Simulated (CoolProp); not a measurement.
Vapour-liquid equilibrium of n-octane (1) + m-xylene (2) at 322.4 K; x and y are mole fractions of (1).

Values from CoolProp's multi-fluid Helmholtz-energy mixture model, Beckmüller 2019 and Zhou 2012; pair parameters Bell 2016.

| x | bubble pressure (MPa) | y at the bubble point | dew pressure at overall composition x (MPa) | liquid density (mol/L) |
|---|---|---|---|---|
| 0.05 | 0.004178 | … | 0.004107 | 7.779 |
| 0.2 | 0.004633 | 0.303 | … | 7.431 |
| 0.35 | 0.005044 | 0.474 | 0.004742 | 7.108 |
| 0.5 | 0.005418 | … | 0.005110 | 6.807 |
| 0.65 | 0.005764 | 0.742 | 0.005508 | … |
| 0.8 | 0.006086 | 0.857 | 0.005926 | 6.264 |
| 0.95 | … | 0.965 | 0.006349 | 6.019 |

Complete the blanks.


- 0.05, y at the bubble point: 0.087
- 0.2, dew pressure at overall composition x (MPa): 0.004408
- 0.5, y at the bubble point: 0.617
- 0.65, liquid density (mol/L): 6.526
- 0.95, bubble pressure (MPa): 0.006390

No azeotrope shows between x = 0.05 and 0.95.

Pair parameters are fitted to limited data, so mixtures are less certain than the pure fluids.
